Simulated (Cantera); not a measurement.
## NO annealing gas

An isothermal, constant-pressure homogeneous reactor starts with 6.67 % NO, 93.3 % N2, at 1750 K and 33000 Pa.

Model: GRI-Mech 3.0 (53 species, 325 reactions), integrated in Cantera.

```csv
t (s),x NO,x O,x O2,x N2,x N2O,x NO2
2.00e-6,0.0667,4.28e-10,<1e-12,0.933,4.28e-10,<1e-12
8.60e-6,0.0667,1.83e-9,<1e-12,0.933,1.84e-9,7.67e-12
3.70e-5,0.0667,7.79e-9,1.22e-12,0.933,7.90e-9,1.40e-10
0.000159,0.0667,3.19e-8,2.18e-11,0.933,3.37e-8,2.45e-9
0.000684,0.0667,1.16e-7,3.65e-10,0.933,1.41e-7,3.65e-8
0.00294,0.0667,3.72e-7,6.21e-9,0.933,5.30e-7,3.55e-7
0.0126,0.0667,1.51e-6,2.11e-7,0.933,1.39e-6,2.26e-6
0.0544,0.0666,3.58e-6,7.07e-6,0.933,1.77e-6,5.97e-6
0.234,0.0665,3.77e-6,5.06e-5,0.933,1.77e-6,6.31e-6
1.01,0.0662,4.18e-6,0.000239,0.934,1.75e-6,7.00e-6
4.33,0.0645,5.60e-6,0.00105,0.934,1.66e-6,9.28e-6
18.6,0.0577,9.42e-6,0.00444,0.938,1.33e-6,1.42e-5
80.0,0.0360,1.65e-5,0.0153,0.949,5.41e-7,1.57e-5
```
x: mole fraction; the columns are a selection and need not sum to one.

Equilibrium at this temperature and pressure: NO 0.00153, O 2.36e-5, O2 0.0326, N2 0.966, N2O 5.63e-8, NO2 9.64e-7 (gas phase only).
